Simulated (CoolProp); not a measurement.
Aqueous ethylene glycol as a coolant, 3 % by mass, freezing at -0.9 °C, 1 atm.

Computed with CoolProp (Melinder's fits for secondary coolants).

```tsv
T (°C)	viscosity (mPa s)	cp (kJ/(kg K))	density (kg/m³)	Prandtl number
6.2	1.58	4.150	1003	11.6
13.3	1.28	4.145	1002	9.25
20.3	1.07	4.142	1001	7.54
27.4	0.900	4.141	999.6	6.24
34.4	0.773	4.141	997.6	5.28
```
